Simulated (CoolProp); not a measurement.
Values from CoolProp's reference Helmholtz-energy equation of state, Lemmon 2000. It is a pseudo-pure fit of the blend.

Problem. For dry air, give the phase and the density (kg/m³), cv (kJ/(kg K)), Joule-Thomson coefficient (K/MPa), viscosity (µPa s) at 149.3 K and 9460 kPa.

Solution. 
- 149.3 K and 9460 kPa: supercritical; density 479, cv 0.894, Joule-Thomson coefficient 1.45, viscosity 31.2

Viscosity comes from a separate model (Lemmon 2004).
